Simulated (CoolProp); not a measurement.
Dodecamethylcyclohexasiloxane (D6) at 339.02 K and 2.24 MPa is throttled through a valve to 1.04 MPa with no heat exchange. Each further row changes one setting.

Computed with CoolProp (reference Helmholtz-energy equation of state, Colonna 2008). It is a short technical equation, of lower accuracy than the large ones.

```csv
case,temperature change (K),final density (kg/m³)
as stated,(withheld),(withheld)
outlet pressure 0.312 MPa,(withheld),(withheld)
outlet pressure 1.35 MPa,+0.4,(withheld)
```

Problem. Some entries are withheld; supply them.

Solution. 
- as stated, temperature change (K): +0.5
- as stated, final density (kg/m³): 926
- outlet pressure 0.312 MPa, temperature change (K): +0.8
- outlet pressure 0.312 MPa, final density (kg/m³): 923
- outlet pressure 1.35 MPa, final density (kg/m³): 927
